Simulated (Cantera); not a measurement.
Input: 1 mol SiHCl3, 9.1 mol NH3, held at 1330 Pa.

Equilibrium computed with Cantera from the NASA thermochemical tables; the gas is ideal and each condensed phase is pure. Candidate condensed phases: NH4Cl, Si, Si3N4; 28 gas species. The tables' values for SiCl3 are old estimates; treat these amounts as uncertain. The numbers say what is thermodynamically allowed, not how fast it happens.

### Question
At 1198 K, list the 5 most abundant gas species with their mole fractions, and the condensed phases.

### Answer
H2 0.648, N2 0.199, HCl 0.153, SiCl4 0.000142, SiCl2 3.96e-5. Condensed: Si3N4(s).
